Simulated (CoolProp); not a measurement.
Sulfur dioxide along the isobar 6.78 MPa: density (kg/m³) from the reference equation and from simpler models built on Tc = 157.5 °C, pc = 7.887 MPa, ω = 0.256; each cubic takes its own stable root.

Values from CoolProp's reference Helmholtz-energy equation of state, Gao 2016.

```
T (°C)   phase  reference
------  ------  ---------
128.95  liquid      996.2
137.15  liquid      936.7
145.35  liquid      850.1
153.55     gas      227.8
161.75     gas      199.1
169.85     gas      181.9
178.05     gas      169.4
186.25     gas      159.5
194.45     gas      151.5
202.65     gas      144.7
210.85     gas      138.8
219.05     gas      133.7
227.25     gas      129.1
235.45     gas      124.9
243.65     gas      121.1
251.85     gas      117.7
```

Problem. How far does each simpler model (van der Waals, Redlich-Kwong, Peng-Robinson) lie from the reference over these 16 states: mean and median of the absolute difference, and the worst?

Solution. 
- van der Waals: mean 12.0 %, median 2.4 %, worst -73.8 % at 145.35 °C and 6.78 MPa
- Redlich-Kwong: mean 5.6 %, median 2.0 %, worst -24.5 % at 145.35 °C and 6.78 MPa
- Peng-Robinson: mean 3.1 %, median 2.2 %, worst -10.6 % at 145.35 °C and 6.78 MPa

At some of these states van der Waals gives the other phase, because its saturation line lies elsewhere.
